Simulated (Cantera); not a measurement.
A Cantera script and what it prints.

```python
import numpy as np
import cantera as ct

gas_names = """
    N NO NO2 NO3 N2 N2O O O2 O3 Si SiN SiO SiO2 Si2 Si2N Si3
""".split()
cond_names = """
    Si(cr) Si(L) SiO2(Lqz) SiO2(hqz) SiO2(L) Si2N2O(s) Si3N4(a)
""".split()


# ... load() reads the species with a 1 bar reference pressure and builds the phases ...
atoms = {
    'Si3N4': {'Si': 3, 'N': 4},
    'O2': {'O': 2},
}
top_T = {'Si2N2O(s)': 2100, 'Si3N4(a)': 2400}  # K; cautious upper limits of use, not melting points


# ... equilibrate(T, P, feed) seeds the gas with the atoms and calls Mixture.equilibrate('TP', solver="vcs", rtol=1e-11, max_steps=5000) ...
results = []
feed = {'Si3N4': 1, 'O2': 14}  # mol
T = 898  # K
P = 30  # Pa
mix = equilibrate(T, P, feed)
results.append((T, P, feed, dict(zip(mix.species_names, mix.species_moles))))
print(gas.report(threshold=0.001))
for i in range(1, mix.n_phases):
    print(f"{mix.phase(i).name:16s} {mix.phase_moles(i):12.5e} mol")
```

Output:

```
       temperature   898 K
          pressure   30 Pa
           density   0.00012611 kg/m^3
  mean mol. weight   31.385 kg/kmol
   phase of matter   gas

                          1 kg             1 kmol
                     ---------------   ---------------
          enthalpy        6.0602e+05         1.902e+07  J
   internal energy        3.6813e+05        1.1554e+07  J
           entropy            9830.9        3.0854e+05  J/K
    Gibbs function       -8.2221e+06       -2.5805e+08  J
 heat capacity c_p            1083.4             34002  J/K
 heat capacity c_v            818.47             25688  J/K

                      mass frac. Y      mole frac. X     chem. pot. / RT
                     ---------------   ---------------   ---------------
                N2           0.13732           0.15384           -34.575
                O2           0.86267           0.84615           -34.559
     [  +14 minor]         7.658e-06        7.9925e-06

Si(cr)            0.00000e+00 mol
SiO2(hqz)         3.00000e+00 mol
Si2N2O(s)         0.00000e+00 mol
Si3N4(a)          0.00000e+00 mol
```

Cantera equilibrium calculation (NASA polynomials, part measured and part estimated; ideal gas, pure solids and liquids).
